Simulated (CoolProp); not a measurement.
Model: reference Helmholtz-energy equation of state, Gao 2022, in CoolProp.

**Question.** For n-perfluorohexane, give the phase and the cp (kJ/(kg K)), isothermal compressibility (1/MPa), expansivity (1/kK) at 450 K and 0.67 MPa.

**Answer.** 
- 450 K and 0.67 MPa: gas; cp 1.05, isothermal compressibility 1.79, expansivity 3.89
